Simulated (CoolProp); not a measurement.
Model: reference Helmholtz-energy equation of state, Span 2003, in CoolProp. It is a short technical equation, of lower accuracy than the large ones.

Q: For n-heptane, give the phase and the cp (kJ/(kg K)), speed of sound (m/s), fugacity coefficient at 600 K and 0.52 MPa.

A: 
- 600 K and 0.52 MPa: gas; cp 2.91, speed of sound 217, fugacity coefficient 0.955
